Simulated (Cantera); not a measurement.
Input: 1 mol SiCl₄, 1.4 mol NO, 13 mol N₂, equilibrated at 898.15 K and 0.100 bar.

Equilibrium computed with Cantera from the NASA thermochemical tables; the gas is ideal and each condensed phase is pure. Candidate condensed phases: Si, SiO₂, Si₂N₂O, Si₃N₄; 23 gas species. Kinetics and transport are ignored.

Problem. What is the equilibrium state?

Solution. 
| Property | Result |
|---|---|
| x(N₂) | 0.890 |
| x(Cl₂) | 0.0909 |
| x(SiCl₄) | 0.0195 |
| x(Cl) | 6.81e-5 |
| n(SiO₂(β-quartz)) | 0.700 mol |
| gas amount | 15.40 mol |
| log10 activity of Si(s) (absent) | -30.26 |
